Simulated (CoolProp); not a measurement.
Vapour-liquid equilibrium of CH2F2 (R32) (1) + R152A (2) at 0.00174 MPa; x and y are mole fractions of (1).

Model: multi-fluid Helmholtz-energy mixture model, Tillner-Roth 1997 and Outcalt 1996; pair parameters Bell 2016, in CoolProp.

```csv
x,"bubble temperature, mixture model (°C)","bubble temperature, Raoult's law (°C)","y, mixture model","y, Raoult's law"
0.05,-91.3,-91.0,0.258,0.236
0.125,-94.5,-93.9,0.492,0.465
0.2,-96.9,-96.2,0.632,0.610
0.275,-98.8,-98.2,0.724,0.709
0.35,-100.4,-99.8,0.788,0.780
0.425,-101.7,-101.2,0.836,0.832
0.5,-102.9,-102.5,0.872,0.872
0.575,-103.9,-103.6,0.902,0.904
0.65,-104.8,-104.6,0.926,0.929
0.725,-105.7,-105.5,0.946,0.949
0.8,-106.4,-106.3,0.963,0.966
0.875,-107.1,-107.1,0.978,0.981
0.95,-107.8,-107.8,0.992,0.993
```

The largest gap from Raoult's law is -0.7 K in bubble temperature, at x = 0.2. No azeotrope shows between x = 0.05 and 0.95.

Pair parameters are fitted to limited data, so mixtures are less certain than the pure fluids.
